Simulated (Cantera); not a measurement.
# N2O furnace oxynitridation

An isothermal, constant-pressure homogeneous reactor starts with 83.3 % N2O, 16.7 % O2, at 1300 K and 285 Torr.

Detailed kinetics in Cantera: GRI-Mech 3.0 (53 species, 325 reactions). GRI-Mech 3.0 was tuned for natural gas; its chemistry of N2O as a main component is partial and can be far from experiment. The mechanism lacks the step 2 NO + O2 → 2 NO2, which can matter for NO2 below about 1400 K. The temperature is held fixed by assumption; the heat of reaction is taken as removed at once.

```json
[
 {"t (s)": "9.00e-6", "x N2O": "0.833", "x O2": "0.167", "x NO": "3.94e-7", "x O": "3.62e-6", "x NO2": "<1e-12", "x N2": "6.07e-6"},
 {"t (s)": "2.86e-5", "x N2O": "0.833", "x O2": "0.167", "x NO": "2.71e-6", "x O": "6.56e-6", "x NO2": "9.30e-12", "x N2": "2.35e-5"},
 {"t (s)": "9.07e-5", "x N2O": "0.833", "x O2": "0.167", "x NO": "1.26e-5", "x O": "7.47e-6", "x NO2": "1.98e-10", "x N2": "8.58e-5"},
 {"t (s)": "0.000288", "x N2O": "0.833", "x O2": "0.167", "x NO": "4.47e-5", "x O": "7.48e-6", "x NO2": "2.49e-9", "x N2": "0.000286"},
 {"t (s)": "0.000915", "x N2O": "0.832", "x O2": "0.167", "x NO": "0.000147", "x O": "7.48e-6", "x NO2": "2.62e-8", "x N2": "0.000922"},
 {"t (s)": "0.00290", "x N2O": "0.829", "x O2": "0.168", "x NO": "0.000470", "x O": "7.48e-6", "x NO2": "2.50e-7", "x N2": "0.00293"},
 {"t (s)": "0.00922", "x N2O": "0.819", "x O2": "0.170", "x NO": "0.00148", "x O": "7.47e-6", "x NO2": "2.03e-6", "x N2": "0.00926"},
 {"t (s)": "0.0293", "x N2O": "0.789", "x O2": "0.177", "x NO": "0.00459", "x O": "7.44e-6", "x NO2": "1.18e-5", "x N2": "0.0287"},
 {"t (s)": "0.0930", "x N2O": "0.704", "x O2": "0.198", "x NO": "0.0134", "x O": "7.32e-6", "x NO2": "4.42e-5", "x N2": "0.0845"},
 {"t (s)": "0.295", "x N2O": "0.502", "x O2": "0.247", "x NO": "0.0340", "x O": "6.93e-6", "x NO2": "0.000121", "x N2": "0.217"},
 {"t (s)": "0.937", "x N2O": "0.204", "x O2": "0.320", "x NO": "0.0623", "x O": "5.49e-6", "x NO2": "0.000231", "x N2": "0.413"},
 {"t (s)": "2.98", "x N2O": "0.0266", "x O2": "0.367", "x NO": "0.0738", "x O": "1.78e-6", "x NO2": "0.000312", "x N2": "0.532"},
 {"t (s)": "9.45", "x N2O": "0.000275", "x O2": "0.374", "x NO": "0.0734", "x O": "1.94e-7", "x NO2": "0.000624", "x N2": "0.551"},
 {"t (s)": "30.0", "x N2O": "1.44e-6", "x O2": "0.375", "x NO": "0.0734", "x O": "1.77e-7", "x NO2": "0.000653", "x N2": "0.551"}
]
```
x: mole fraction; the columns are a selection and need not sum to one.

Equilibrium at this temperature and pressure: N2O 1.70e-8, O2 0.412, NO 0.000481, O 1.85e-7, NO2 4.49e-6, N2 0.588 (gas phase only).
